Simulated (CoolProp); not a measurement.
Computed with CoolProp (reference Helmholtz-energy equation of state, Lemmon 2003). It is a pseudo-pure fit of the blend.

Question: For R507A, give the phase and the Z, fugacity coefficient at -31.45 °C and 572 kPa; 47.75 °C and 572 kPa; 126.95 °C and 572 kPa.

Answer: 
- -31.45 °C and 572 kPa: liquid; Z 0.0222, fugacity coefficient 0.331
- 47.75 °C and 572 kPa: gas; Z 0.925, fugacity coefficient 0.929
- 126.95 °C and 572 kPa: gas; Z 0.967, fugacity coefficient 0.968
